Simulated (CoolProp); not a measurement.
A simple Rankine cycle with isobutene: condensing at 312.15 K, boiler at 2.12 MPa, turbine inlet 382.9 K, turbine efficiency 0.85, pump efficiency 0.6, no recuperator. Each further row changes one setting.

Computed with CoolProp (reference Helmholtz-energy equation of state, Lemmon 2005). It is a short technical equation, of lower accuracy than the large ones.

| case | thermal efficiency (%) | net work (kJ/kg) | heat in (kJ/kg) | turbine exit temperature (K) | volume ratio over the turbine |
|---|---|---|---|---|---|
| as stated | 11.8 | ? | 417 | 325.8 | 5.34 |
| turbine inlet 402.9 K | 11.9 | 56.1 | 470 | 350.2 | 5.01 |
| condensing temperature 304.15 K | 13.1 | 57.2 | 437 | 319.3 | 6.67 |
| boiler pressure 1.48 MPa | ? | 43.2 | 446 | 344.3 | ? |
| turbine efficiency 0.75 | 10.3 | 42.9 | 417 | ? | 5.42 |

Problem. Fill in the missing entries.

Solution. 
- as stated, net work (kJ/kg): 49.3
- boiler pressure 1.48 MPa, thermal efficiency (%): 9.7
- boiler pressure 1.48 MPa, volume ratio over the turbine: 3.36
- turbine efficiency 0.75, turbine exit temperature (K): 329.2
